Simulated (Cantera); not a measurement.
An adiabatic, constant-volume homogeneous reactor starts with H2 : O2 : N2 : H2O = 1 : 0.078 : 2.16 : 1 (molar parts), equivalence ratio 6.4, at 1750 K and 100000 Pa.

Model: the H2/O2 subset of GRI-Mech 3.0, which has no nitrogen chemistry, integrated in Cantera.

x: mole fraction; the columns are a selection and need not sum to one.

```tsv
t (s)	T (K)	P (bar)	x H2	x O2	x H2O	x OH	x H	x H2O2	x O
6.00e-6	1750	1.000	0.236	0.0184	0.236	9.18e-7	9.79e-6	8.52e-8	2.40e-7
1.70e-5	1750	1.00	0.235	0.0182	0.236	2.88e-5	0.000320	3.28e-7	7.94e-6
4.82e-5	1810	1.03	0.188	0.000359	0.270	0.00270	0.0278	1.54e-7	0.000316
0.000136	1900	1.08	0.194	8.45e-5	0.273	0.00200	0.0173	6.68e-8	0.000134
0.000387	1973	1.11	0.198	[?]	0.275	[?]	[?]	[?]	[?]
0.00110	2013	1.13	0.201	3.85e-6	0.277	0.000494	0.00351	4.34e-9	6.27e-6
0.00310	2030	1.14	0.202	6.82e-7	0.277	0.000213	0.00147	8.38e-10	1.13e-6
0.00879	2035	1.14	0.202	2.56e-7	0.278	0.000133	0.000911	3.26e-10	4.33e-7
0.0249	2035	1.14	0.202	2.33e-7	0.278	0.000127	0.000871	2.98e-10	3.96e-7
0.0706	2035	1.14	0.202	2.33e-7	0.278	0.000127	0.000871	2.98e-10	3.96e-7
0.200	2035	1.14	0.202	2.33e-7	0.278	0.000127	0.000871	2.98e-10	3.96e-7
```

Question: Fill in the missing entries.

Answer: 
- 0.000387, x O2: 2.14e-5
- 0.000387, x OH: 0.00111
- 0.000387, x H: 0.00840
- 0.000387, x H2O2: 2.01e-8
- 0.000387, x O: 3.45e-5
